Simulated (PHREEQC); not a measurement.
2.5 g of hydrous ferric oxide (600 m²/g; 0.2 weak and 0.005 strong sites per Fe, Dzombak-Morel constants, diffuse double layer) in 1 kg of water with 0.005 mol/kgw of an inert sodium salt and 0.00011 mol H3BO3, 0.0038 mol Ag2SO4 and 0.00026 mol MnCl2, at 25 °C; the pH is set by adding NaOH or the inert anion's acid. The system is closed to oxygen. The system is closed to CO2. Nothing may precipitate in this run.

Base run: PHREEQC, ion-association model, wateq4f.dat. Each further column changes one thing. The table gives Mn sorbed (%).

```json
[
 {"pH": "4", "base": "0.0", "no electrostatic term (-no_edl)": "0.0", "background salt from 0.005 to 0.0005 mol/kgw": "0.0", "oxide from 2.5 to 12 g/kgw": "0.1", "0.0054 mol/kgw CuCl2 added": "0.0"},
 {"pH": "4.38", "base": "0.1", "no electrostatic term (-no_edl)": "0.1", "background salt from 0.005 to 0.0005 mol/kgw": "0.1", "oxide from 2.5 to 12 g/kgw": "0.2", "0.0054 mol/kgw CuCl2 added": "0.0"},
 {"pH": "4.75", "base": "0.4", "no electrostatic term (-no_edl)": "0.4", "background salt from 0.005 to 0.0005 mol/kgw": "0.4", "oxide from 2.5 to 12 g/kgw": "0.5", "0.0054 mol/kgw CuCl2 added": "0.0"},
 {"pH": "5.5", "base": "2.0", "no electrostatic term (-no_edl)": "7.6", "background salt from 0.005 to 0.0005 mol/kgw": "…", "oxide from 2.5 to 12 g/kgw": "3.2", "0.0054 mol/kgw CuCl2 added": "0.0"},
 {"pH": "5.88", "base": "3.8", "no electrostatic term (-no_edl)": "14.5", "background salt from 0.005 to 0.0005 mol/kgw": "4.0", "oxide from 2.5 to 12 g/kgw": "9.4", "0.0054 mol/kgw CuCl2 added": "0.0"},
 {"pH": "6.25", "base": "9.2", "no electrostatic term (-no_edl)": "23.4", "background salt from 0.005 to 0.0005 mol/kgw": "…", "oxide from 2.5 to 12 g/kgw": "27.7", "0.0054 mol/kgw CuCl2 added": "0.0"},
 {"pH": "6.62", "base": "25.1", "no electrostatic term (-no_edl)": "45.1", "background salt from 0.005 to 0.0005 mol/kgw": "26.0", "oxide from 2.5 to 12 g/kgw": "60.6", "0.0054 mol/kgw CuCl2 added": "0.1"},
 {"pH": "7.38", "base": "78.5", "no electrostatic term (-no_edl)": "89.8", "background salt from 0.005 to 0.0005 mol/kgw": "79.1", "oxide from 2.5 to 12 g/kgw": "95.9", "0.0054 mol/kgw CuCl2 added": "0.3"},
 {"pH": "7.75", "base": "90.9", "no electrostatic term (-no_edl)": "95.1", "background salt from 0.005 to 0.0005 mol/kgw": "91.1", "oxide from 2.5 to 12 g/kgw": "98.9", "0.0054 mol/kgw CuCl2 added": "1.1"},
 {"pH": "8.12", "base": "96.2", "no electrostatic term (-no_edl)": "97.1", "background salt from 0.005 to 0.0005 mol/kgw": "96.3", "oxide from 2.5 to 12 g/kgw": "…", "0.0054 mol/kgw CuCl2 added": "4.2"},
 {"pH": "8.5", "base": "98.2", "no electrostatic term (-no_edl)": "98.0", "background salt from 0.005 to 0.0005 mol/kgw": "98.3", "oxide from 2.5 to 12 g/kgw": "99.9", "0.0054 mol/kgw CuCl2 added": "…"},
 {"pH": "9.25", "base": "99.2", "no electrostatic term (-no_edl)": "98.6", "background salt from 0.005 to 0.0005 mol/kgw": "99.3", "oxide from 2.5 to 12 g/kgw": "100.0", "0.0054 mol/kgw CuCl2 added": "70.0"},
 {"pH": "9.62", "base": "99.3", "no electrostatic term (-no_edl)": "98.6", "background salt from 0.005 to 0.0005 mol/kgw": "99.4", "oxide from 2.5 to 12 g/kgw": "100.0", "0.0054 mol/kgw CuCl2 added": "90.0"},
 {"pH": "10", "base": "99.3", "no electrostatic term (-no_edl)": "…", "background salt from 0.005 to 0.0005 mol/kgw": "99.4", "oxide from 2.5 to 12 g/kgw": "100.0", "0.0054 mol/kgw CuCl2 added": "…"}
]
```

**Question.** What belongs in the gaps?

**Answer.** 
- 5.5, background salt from 0.005 to 0.0005 mol/kgw: 2.1
- 6.25, background salt from 0.005 to 0.0005 mol/kgw: 9.6
- 8.12, oxide from 2.5 to 12 g/kgw: 99.7
- 8.5, 0.0054 mol/kgw CuCl2 added: 14.8
- 10, no electrostatic term (-no_edl): 98.5
- 10, 0.0054 mol/kgw CuCl2 added: 97.2

In at least one series the solution becomes supersaturated in solids that the run did not let form, among them Cerargyrite, Ag2O. The database's constant for dissolved Cu(OH)2 is higher than later reviews accept.
